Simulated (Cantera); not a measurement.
A perfectly stirred reactor is fed with H₂ : O₂ : N₂ = 1 : 0.676 : 2.54 (molar parts), equivalence ratio 0.74, at 1.00 bar; it is adiabatic with a 675 K inlet, and is followed from long to short residence time, starting on the burning branch (τ in s: 0.22, 0.075, 0.026, 0.0089, 0.0031, 0.0011, 0.00036, 0.00012, 4.3e-05, 1.5e-05).

Model: the H2/O2 subset of GRI-Mech 3.0, which has no nitrogen chemistry, integrated in Cantera.

x: mole fraction; the columns are a selection and need not sum to one.

| τ (s) | T (K) | x H₂ | x O₂ | x OH | x HO₂ | x H₂O |
|---|---|---|---|---|---|---|
| 0.22 | 2342 | 0.00329 | 0.0458 | 0.00954 | 4.77e-6 | 0.259 |
| 0.075 | 2340 | 0.00341 | 0.0459 | 0.00969 | 4.77e-6 | 0.259 |
| 0.026 | 2335 | 0.00376 | 0.0459 | 0.0101 | 4.79e-6 | 0.258 |
| 0.0089 | 2319 | 0.00472 | 0.0459 | 0.0111 | 4.91e-6 | 0.256 |
| 0.0031 | 2281 | 0.00706 | 0.0462 | 0.0131 | 5.52e-6 | 0.252 |
| 0.0011 | 2205 | 0.0114 | 0.0472 | 0.0156 | 7.62e-6 | 0.243 |
| 0.00036 | 2071 | 0.0181 | 0.0495 | 0.0175 | 1.29e-5 | 0.229 |
| 0.00012 | … | 0.0252 | 0.0533 | 0.0170 | 2.18e-5 | 0.213 |
| 4.3e-5 | … | 0.0327 | 0.0591 | 0.0141 | 3.39e-5 | 0.195 |
| 1.5e-5 | … | 0.0536 | 0.0737 | 0.00932 | 5.64e-5 | 0.166 |

**Question.** What belongs in the gaps?

**Answer.** 
- 0.00012, T (K): 1889
- 4.3e-5, T (K): 1687
- 1.5e-5, T (K): 1448
